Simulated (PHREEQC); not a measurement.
Solution (25 °C): 0.0025 mol/kgw CdCl2, 0.0091 mol/kgw KCl and 0.0085 mol/kgw Cd(NO3)2. Closed to the air; pH follows from the charge balance.

All values are PHREEQC results (ion-association model, wateq4f.dat), not measurements.

Precipitation was switched off in this run.

Problem. Order these Cd species by the share of Cd that they hold, largest first: CdCl2, CdNO3+, Cd+2, CdCl+.

Solution. Cd+2 (65 %), CdCl+ (32 %), CdNO3+ (1.4 %), CdCl2 (0.97 %)

Problem. Order these Cl species by the share of Cl that they hold, largest first: CdCl2, CdCl+, Cl-.

Solution. Cl- (73 %), CdCl+ (25 %), CdCl2 (1.5 %)

The pH is 5.93 and the ionic strength 0.0344 mol/kgw.
